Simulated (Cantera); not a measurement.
A Cantera script and its output.

```python
import numpy as np
import cantera as ct

gas = ct.Solution("gri30.yaml")


def delay(T, t_max=10):
    gas.TPX = T, 180000, {'C3H8': 1, 'O2': 7.04, 'N2': 46.5}
    reactor = ct.IdealGasReactor(gas, clone=False)
    net = ct.ReactorNet([reactor])
    net.rtol, net.atol = 1e-8, 1e-16
    while net.time < t_max:
        t_old, T_old = net.time, reactor.T
        net.step()
        if reactor.T > T + 400:  # ignition: a rise of 400 K
            return t_old + (T + 400 - T_old) / (reactor.T - T_old) * (net.time - t_old)
    return np.nan


taus = []
for T in [1225, 1300, 1375, 1450, 1525, 1600]:
    taus.append(delay(T))
    print(f"T0 = {T:6g} K   tau = {taus[-1]:.4e} s")
```

It prints:

```
T0 =   1225 K   tau = 3.6708e-03 s
T0 =   1300 K   tau = 9.3425e-04 s
T0 =   1375 K   tau = 2.9290e-04 s
T0 =   1450 K   tau = 1.1246e-04 s
T0 =   1525 K   tau = 5.1901e-05 s
T0 =   1600 K   tau = 2.8024e-05 s
```

Model: GRI-Mech 3.0 (53 species, 325 reactions), integrated in Cantera. GRI-Mech 3.0 was tuned for natural gas; its chemistry of propane as a main component is partial and can be far from experiment.
